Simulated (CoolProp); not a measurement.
R152A at 298.15 K and 0.477 MPa is throttled through a valve to 0.245 MPa with no heat exchange. Each further row changes one setting.

Model: reference Helmholtz-energy equation of state, Outcalt 1996, in CoolProp. It is a modified Benedict-Webb-Rubin equation, recast in Helmholtz form.

| case | temperature change (K) | final density (kg/m³) |
|---|---|---|
| as stated | -7.0 | 7.10 |
| outlet pressure 0.0735 MPa | -12.5 | 2.08 |
| outlet pressure 0.319 MPa | -4.7 | 9.34 |
